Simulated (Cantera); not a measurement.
A perfectly stirred reactor is fed with 92.1 % N₂O, 7.92 % N₂, at 18000 Pa; it is held at 1225 K, and followed from long to short residence time.

Model: GRI-Mech 3.0 (53 species, 325 reactions), integrated in Cantera. GRI-Mech 3.0 was tuned for natural gas; its chemistry of N2O as a main component is partial and can be far from experiment. The mechanism lacks the step 2 NO + O2 → 2 NO2, which can matter for NO2 below about 1400 K. The temperature is held fixed by assumption; the heat of reaction is taken as removed at once.

x: mole fraction; the columns are a selection and need not sum to one.

```csv
τ (s),x N₂O,x N₂,x NO₂,x O,x O₂
2.9,0.534,0.319,[?],2.53e-6,0.117
1.3,0.693,0.220,[?],2.60e-6,0.0691
0.54,0.810,0.148,[?],2.63e-6,0.0337
0.23,0.870,0.111,[?],2.64e-6,0.0155
0.099,0.898,0.0932,[?],2.65e-6,0.00687
0.042,0.911,0.0852,[?],2.65e-6,0.00296
0.018,0.917,0.0818,[?],2.65e-6,0.00127
0.0078,0.919,0.0803,[?],2.64e-6,0.000552
0.0034,0.920,0.0797,[?],2.63e-6,0.000240
```

### Question
What belongs in the gaps?

### Answer

- 2.9, x NO₂: 5.78e-5
- 1.3, x NO₂: 3.33e-5
- 0.54, x NO₂: 1.54e-5
- 0.23, x NO₂: 6.35e-6
- 0.099, x NO₂: 2.29e-6
- 0.042, x NO₂: 6.78e-7
- 0.018, x NO₂: 1.70e-7
- 0.0078, x NO₂: 3.75e-8
- 0.0034, x NO₂: 7.65e-9
